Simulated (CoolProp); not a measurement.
Acetone along the isobar 101 kPa: density (kg/m³) from the reference equation and from simpler models built on Tc = 235.0 °C, pc = 4692 kPa, ω = 0.307; each cubic takes its own stable root.

Model: reference Helmholtz-energy equation of state, Lemmon 2006, in CoolProp. It is a short technical equation, of lower accuracy than the large ones.

```csv
T (°C),phase,reference,van der Waals,Redlich-Kwong,Soave-Redlich-Kwong,Peng-Robinson
-57.75,liquid,873.7,440.2,655.7,668.2,749.7
-37.25,liquid,852.0,431.2,641.5,656.4,737.3
-16.75,liquid,830.2,2.840,626.3,643.5,723.7
3.75,liquid,808.1,2.617,609.8,629.4,708.7
24.25,liquid,785.5,2.427,592.2,613.9,692.2
44.75,liquid,762.2,2.263,2.282,596.8,673.9
65.25,gas,2.183,2.120,2.134,2.141,2.144
85.75,gas,2.035,1.995,2.005,2.010,2.013
106.25,gas,1.910,1.884,1.891,1.895,1.897
126.85,gas,1.802,1.784,1.790,1.793,1.794
147.35,gas,1.707,1.695,1.699,1.701,1.703
167.85,gas,1.623,1.614,1.618,1.619,1.620
188.35,gas,1.547,1.541,1.544,1.544,1.546
208.85,gas,1.479,1.474,1.476,1.477,1.478
229.35,gas,1.417,1.413,1.415,1.415,1.416
```

At some of these states van der Waals, Redlich-Kwong gives the other phase, because its saturation line lies elsewhere.
